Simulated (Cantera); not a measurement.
Feed: 1 mol SiH₂Cl₂, 0.21 mol C₂H₂, 1000 mol H₂, held at 0.00250 bar.

Method: chemical equilibrium by Gibbs-energy minimisation in Cantera with the NASA 1993 tables (ideal gas, pure condensed phases). Candidate condensed phases: C, C₆H₆, C₇H₈, C₈H₁₈, Si, SiC; 109 gas species. Mutual solubility and eutectic melting of coexisting phases are not modelled. Rates play no part.

Q: At 1623 K, list the 5 most abundant gas species with their mole fractions, and the condensed phases.

A: H₂ 0.997, HCl 0.00196, H 0.00138, Si 6.26e-5, SiCl₂ 1.35e-5. Condensed: Si(s) + SiC(s).
